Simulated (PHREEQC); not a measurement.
Ca(OH)2 is added in steps, without added water, to 1 kg of water holding 0.077 mol KH2PO4 and 0.053 mol NaOH, at 6.2 °C. Oxygen is held at 0.21 atm. No CO2 enters from the air. Only these solids could form: Portlandite, Hydroxyapatite.

Base run: PHREEQC, ion-association model, wateq4f.dat. Each further column changes one thing. The table gives pH.

```
Ca(OH)2 added (mol)   base  database phreeqc.dat  Debye-Hückel limiting law  Davies equation for every ion  metal-ligand complexes left out
-------------------  -----  --------------------  -------------------------  -----------------------------  -------------------------------
0                     7.19                  7.19                       6.96                           7.21                             7.22
0.0075                7.43                  7.43                       7.19                           7.45                             7.46
0.0175                8.17                  8.17                       7.92                           8.18                             8.20
0.025                10.93                 10.82                      10.45                          10.95                            10.89
0.035                11.54                 11.43                      11.04                          11.57                            11.50
0.0425               11.86                 11.76                      11.35                          11.89                            11.83
0.0525               12.30                 12.23                      11.89                          12.34                            12.28
0.06                 12.64                 12.61                      12.43                          12.67                            12.63
```

H3PO4, which wateq4f.dat lacks, is added to it with the constant of phreeqc.dat. Constants without temperature data keep their 25 °C values here. phreeqc.dat and wateq4f.dat share most of their constants, so their agreement is no independent check. Solids allowed in the column 'database phreeqc.dat': Hydroxyapatite.
